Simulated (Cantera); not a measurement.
A Cantera script and what it prints.

```python
import numpy as np
import cantera as ct

gas_names = """
    AL ALH ALN ALO ALOH ALO2 ALO2H AL2 AL2O AL2O2 H HALO HNO HNO2 HNO3 HO2 H2 H2O H2O2 N NH NH2 NH3
    NH2OH NO NO2 NO3 N2 N2H2 N2H4 N2O O OH O2 O3
""".split()
cond_names = """
    AL(cr) AL(L) ALN(s) AL2O3(a) AL2O3(L) H2O(s) H2O(L)
""".split()


# ... load() reads the species with a 1 bar reference pressure and builds the phases ...
atoms = {
    'AlN': {'AL': 1, 'N': 1},
    'H2O': {'H': 2, 'O': 1},
    'N2': {'N': 2},
}
top_T = {'ALN(s)': 2750}  # K; cautious upper limits of use, not melting points


# ... equilibrate(T, P, feed) seeds the gas with the atoms and calls Mixture.equilibrate('TP', solver="vcs", rtol=1e-11, max_steps=5000) ...
results = []
T = 1625  # K
P = 100000  # Pa
for m in [0.97, 1.1, 1.3, 1.5, 1.7, 2, 2.3, 2.6, 3, 3.5, 4]:
    feed = {'AlN': 1, 'H2O': m, 'N2': 0.92}  # mol
    mix = equilibrate(T, P, feed)
    results.append((T, P, feed, dict(zip(mix.species_names, mix.species_moles))))
    x = sorted(zip(gas.X, gas.species_names), reverse=True)
    print(f"T = {T:g} K  P = {P:g} Pa  n(H2O) = {m:g} mol  gas = {mix.phase_moles(0):.4g} mol")
    print("   x: " + "  ".join(f"{s} {v:.3e}" for v, s in x if v > 1e-05))
    print("   condensed (mol): " + ("  ".join(f"{mix.phase(i).name} {mix.phase_moles(i):.4g}"
          for i in range(1, mix.n_phases) if mix.phase_moles(i) > 1e-12) or "none"))
```

Output:

```
T = 1625 K  P = 100000 Pa  n(H2O) = 0.97 mol  gas = 2.213 mol
   x: N2 5.617e-01  H2 4.382e-01  H 4.670e-05  H2O 1.575e-05
   condensed (mol): ALN(s) 0.3534  AL2O3(a) 0.3233
T = 1625 K  P = 100000 Pa  n(H2O) = 1.1 mol  gas = 2.387 mol
   x: N2 5.391e-01  H2 4.608e-01  H 4.789e-05  H2O 1.633e-05  NH3 1.005e-05
   condensed (mol): ALN(s) 0.2667  AL2O3(a) 0.3667
T = 1625 K  P = 100000 Pa  n(H2O) = 1.3 mol  gas = 2.653 mol
   x: N2 5.100e-01  H2 4.899e-01  H 4.938e-05  H2O 1.705e-05  NH3 1.071e-05
   condensed (mol): ALN(s) 0.1334  AL2O3(a) 0.4333
T = 1625 K  P = 100000 Pa  n(H2O) = 1.5 mol  gas = 2.92 mol
   x: H2 5.136e-01  N2 4.863e-01  H 5.056e-05  H2O 1.759e-05  NH3 1.123e-05
   condensed (mol): ALN(s) 3.422e-05  AL2O3(a) 0.5
T = 1625 K  P = 100000 Pa  n(H2O) = 1.7 mol  gas = 3.12 mol
   x: H2 4.807e-01  N2 4.551e-01  H2O 6.410e-02  H 4.892e-05
   condensed (mol): AL2O3(a) 0.5
T = 1625 K  P = 100000 Pa  n(H2O) = 2 mol  gas = 3.42 mol
   x: H2 4.386e-01  N2 4.152e-01  H2O 1.462e-01  H 4.672e-05
   condensed (mol): AL2O3(a) 0.5
T = 1625 K  P = 100000 Pa  n(H2O) = 2.3 mol  gas = 3.72 mol
   x: H2 4.032e-01  N2 3.817e-01  H2O 2.150e-01  H 4.480e-05
   condensed (mol): AL2O3(a) 0.5
T = 1625 K  P = 100000 Pa  n(H2O) = 2.6 mol  gas = 4.02 mol
   x: H2 3.731e-01  N2 3.532e-01  H2O 2.736e-01  H 4.309e-05
   condensed (mol): AL2O3(a) 0.5
T = 1625 K  P = 100000 Pa  n(H2O) = 3 mol  gas = 4.42 mol
   x: H2O 3.394e-01  H2 3.393e-01  N2 3.213e-01  H 4.110e-05
   condensed (mol): AL2O3(a) 0.5
T = 1625 K  P = 100000 Pa  n(H2O) = 3.5 mol  gas = 4.92 mol
   x: H2O 4.065e-01  H2 3.048e-01  N2 2.886e-01  H 3.895e-05
   condensed (mol): AL2O3(a) 0.5
T = 1625 K  P = 100000 Pa  n(H2O) = 4 mol  gas = 5.42 mol
   x: H2O 4.612e-01  H2 2.767e-01  N2 2.620e-01  H 3.711e-05
   condensed (mol): AL2O3(a) 0.5
```

Cantera equilibrium calculation (NASA polynomials, part measured and part estimated; ideal gas, pure solids and liquids). Mutual solubility and eutectic melting of coexisting phases are not modelled. Gases not in the tables: Al(OH)3.
